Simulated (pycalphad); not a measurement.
Phase fractions of Mg-8.87Si (at.%)

Source of the numbers: pycalphad with the COST 507 light-alloy database (1999); pressure 1 atm. The data set is of 1999 and partly superseded. Amounts are mole fractions of atoms. Kinetics are ignored, which matters at the lower temperatures.

```tsv
T (°C)	LIQUID	MG2SI	HCP_A3
897	1.000	-	-
817	0.902	0.098	-
737	[?]	[?]	-
657	0.770	0.230	-
577	-	0.266	0.734
497	-	0.266	0.734
417	-	0.266	0.734
337	-	0.266	0.734
257	-	0.266	0.734
177	-	0.266	0.734
97	-	0.266	0.734
```

Problem. What belongs in the gaps?

Solution. 
- 737, LIQUID: 0.815
- 737, MG2SI: 0.185

Database names, with the compositions (at.%) that they take in these runs: MG2SI: Mg 67 Si 33. HCP_A3 is hcp.
